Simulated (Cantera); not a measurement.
An adiabatic, constant-volume homogeneous reactor starts with CH₄ : C₂H₆ : O₂ : N₂ = 1 : 0.069 : 2.24 : 8.43 (molar parts), equivalence ratio 1.0, at 1475 K and 0.987 atm. Integrator tolerance rtol = 1e-08.

Detailed kinetics in Cantera: GRI-Mech 3.0 (53 species, 325 reactions).

Q: What does this change do: pressure from 0.987 atm to 1.28 atm?

A: 
```tsv
quantity	before	after
time of steepest temperature rise	0.420 ms	0.355 ms
temperature at 5.00 s	2896 K	2920 K
equilibrium temperature	2896 K	2920 K
x(CH₄) at 5.00 s	<1e-12 (gas-phase equilibrium <1e-12)	<1e-12 (gas-phase equilibrium <1e-12)
x(C₂H₆) at 5.00 s	<1e-12 (gas-phase equilibrium <1e-12)	<1e-12 (gas-phase equilibrium <1e-12)
x(O₂) at 5.00 s	0.0210 (gas-phase equilibrium 0.0210)	0.0205 (gas-phase equilibrium 0.0205)
x(CH₂) at 5.00 s	<1e-12 (gas-phase equilibrium <1e-12)	<1e-12 (gas-phase equilibrium <1e-12)
x(HCN) at 5.00 s	3.63e-9 (gas-phase equilibrium 3.63e-9)	4.46e-9 (gas-phase equilibrium 4.46e-9)
x(CO₂) at 5.00 s	0.0440 (gas-phase equilibrium 0.0440)	0.0448 (gas-phase equilibrium 0.0448)
x(H₂) at 5.00 s	0.0209 (gas-phase equilibrium 0.0209)	0.0204 (gas-phase equilibrium 0.0204)
```
